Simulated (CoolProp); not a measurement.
Vapour-liquid equilibrium of R143a (1) + R236FA (2) at 232.6 K; x and y are mole fractions of (1).

Computed with CoolProp (multi-fluid Helmholtz-energy mixture model, Lemmon and Jacobsen 2000 and Pan 2012; pair parameters Bell 2016).

```json
[
 {"x": "0.05", "bubble pressure, mixture model (MPa)": "0.01949", "bubble pressure, Raoult's law (MPa)": "0.02034", "y, mixture model": "0.307", "y, Raoult's law": "0.339"},
 {"x": "0.125", "bubble pressure, mixture model (MPa)": "0.02773", "bubble pressure, Raoult's law (MPa)": "0.02960", "y, mixture model": "0.549", "y, Raoult's law": "0.581"},
 {"x": "0.2", "bubble pressure, mixture model (MPa)": "0.03627", "bubble pressure, Raoult's law (MPa)": "0.03887", "y, mixture model": "0.683", "y, Raoult's law": "0.709"},
 {"x": "0.275", "bubble pressure, mixture model (MPa)": "0.04507", "bubble pressure, Raoult's law (MPa)": "0.04813", "y, mixture model": "0.768", "y, Raoult's law": "0.787"},
 {"x": "0.35", "bubble pressure, mixture model (MPa)": "0.05410", "bubble pressure, Raoult's law (MPa)": "0.05740", "y, mixture model": "0.826", "y, Raoult's law": "0.840"},
 {"x": "0.425", "bubble pressure, mixture model (MPa)": "0.06333", "bubble pressure, Raoult's law (MPa)": "0.06667", "y, mixture model": "0.868", "y, Raoult's law": "0.878"},
 {"x": "0.5", "bubble pressure, mixture model (MPa)": "0.07274", "bubble pressure, Raoult's law (MPa)": "0.07593", "y, mixture model": "0.900", "y, Raoult's law": "0.907"},
 {"x": "0.575", "bubble pressure, mixture model (MPa)": "0.08228", "bubble pressure, Raoult's law (MPa)": "0.08520", "y, mixture model": "0.925", "y, Raoult's law": "0.929"},
 {"x": "0.65", "bubble pressure, mixture model (MPa)": "0.09192", "bubble pressure, Raoult's law (MPa)": "0.09446", "y, mixture model": "0.945", "y, Raoult's law": "0.948"},
 {"x": "0.725", "bubble pressure, mixture model (MPa)": "0.1017", "bubble pressure, Raoult's law (MPa)": "0.1037", "y, mixture model": "0.961", "y, Raoult's law": "0.962"},
 {"x": "0.8", "bubble pressure, mixture model (MPa)": "0.1114", "bubble pressure, Raoult's law (MPa)": "0.1130", "y, mixture model": "0.974", "y, Raoult's law": "0.975"},
 {"x": "0.875", "bubble pressure, mixture model (MPa)": "0.1213", "bubble pressure, Raoult's law (MPa)": "0.1223", "y, mixture model": "0.985", "y, Raoult's law": "0.986"},
 {"x": "0.95", "bubble pressure, mixture model (MPa)": "0.1311", "bubble pressure, Raoult's law (MPa)": "0.1315", "y, mixture model": "0.994", "y, Raoult's law": "0.995"}
]
```

The largest gap from Raoult's law is -6.7 % in bubble pressure, at x = 0.2. No azeotrope shows between x = 0.05 and 0.95.

Pair parameters are fitted to limited data, so mixtures are less certain than the pure fluids.
